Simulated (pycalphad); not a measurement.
An equivalent pycalphad script:

```python
from pycalphad import Database, equilibrium, calculate, variables as v
import numpy as np
db = Database('COST507.tdb')
comps = ['SI', 'SN', 'VA']
phases = ['BCT_A5', 'DIAMOND_A4', 'LIQUID']
eq = equilibrium(db, comps, phases, {v.X('SN'): 0.0396, v.T: np.arange(1850, 499, -50), v.P: 101325, v.N: 1}, output=['HM', 'SM'])
```

CALPHAD calculation (pycalphad, COST 507 light-alloy database (1999)), 1 atm. These are 1990s assessments: newer ones move some temperatures and phases. Phase fractions are per mole of atoms.

Results at three of the temperatures:

```
T = 1700.00 K, P = 101325 Pa, N = 1 mol of atoms
G = -73661 J/mol, H = 86257 J/mol, S = 94.07 J/(mol K)  (SER reference)
chemical potentials (J/mol): Si -69888, Sn -165159
phase             fraction      x(Si)      x(Sn)
LIQUID              1.0000     0.9604     0.0396
```

```
T = 1600.00 K, P = 101325 Pa, N = 1 mol of atoms
G = -65957 J/mol, H = 35850 J/mol, S = 63.63 J/(mol K)  (SER reference)
chemical potentials (J/mol): Si -62900, Sn -140080
phase             fraction      x(Si)      x(Sn)
DIAMOND_A4          0.9309     1.0000   2.27e-07
LIQUID              0.0691     0.4271     0.5729
```

```
T = 1200.00 K, P = 101325 Pa, N = 1 mol of atoms
G = -42444 J/mol, H = 22772 J/mol, S = 54.35 J/(mol K)  (SER reference)
chemical potentials (J/mol): Si -40347, Sn -93304
phase             fraction      x(Si)      x(Sn)
DIAMOND_A4          0.9597     1.0000   3.92e-07
LIQUID              0.0403     0.0183     0.9817
```

Changes of the phase set, refined by bisection:

```json
[
 {"T (K)": "1670.9", "phases above": "liquid", "phases below": "diamond (Si) + liquid"},
 {"T (K)": "505.0", "phases above": "diamond (Si) + liquid", "phases below": "bct (Sn) + diamond (Si)"}
]
```

DIAMOND_A4 is diamond (Si).
